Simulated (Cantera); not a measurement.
Input: 1 mol SiH2Cl2, 21 mol NH3, 35 mol N2, equilibrated at 1377 °C and 25.0 Pa.

Method: chemical equilibrium by Gibbs-energy minimisation in Cantera with the NASA 1993 tables (ideal gas, pure condensed phases). Candidate condensed phases: NH4Cl, Si, Si3N4; 28 gas species. The tables' values for SiCl are old estimates; treat these amounts as uncertain. Equilibrium is a limit: real reactors are often held back by kinetics, nucleation or transport.

Base state: N2 0.574, H2 0.399, HCl 0.0187, H 0.00363, SiCl2 0.00313, Si 0.00107, Cl 0.000134, SiCl 0.000115 (mole fractions); condensed: Si(s).

Problem. What changes in the equilibrium state with this change: temperature from 1377 °C to 477 °C?

Solution. 
| species | before | after |
|---|---|---|
| N2 | 0.574 | 0.572 |
| H2 | 0.399 | 0.402 |
| HCl | 0.0187 | 0.0255 |
| H | 0.00363 | <1e-9 |
| SiCl2 | 0.00313 | <1e-9 |
| Si | 0.00107 | <1e-9 |
| Cl | 0.000134 | <1e-9 |
| Si(s), mol | 0.652 | 0 |
| Si3N4(s), mol | 0 | 0.333 |

Problem. What changes in the equilibrium state with this change: temperature from 1377 °C to 1750 °C?

Solution. 
```tsv
species	before	after
N2	0.574	0.548
H2	0.399	0.346
H	0.00363	0.0706
Si	0.00107	0.0116
HCl	0.0187	0.0205
Cl	0.000134	0.00311
SiCl2	0.00313	0.000145
Si2N	1.63e-5	2.20e-6
SiN	9.22e-6	3.35e-5
SiH	1.95e-5	6.94e-5
Si(s), mol	0.652	0
```
The tables' values for SiCl, SiN are old estimates; treat these amounts as uncertain.
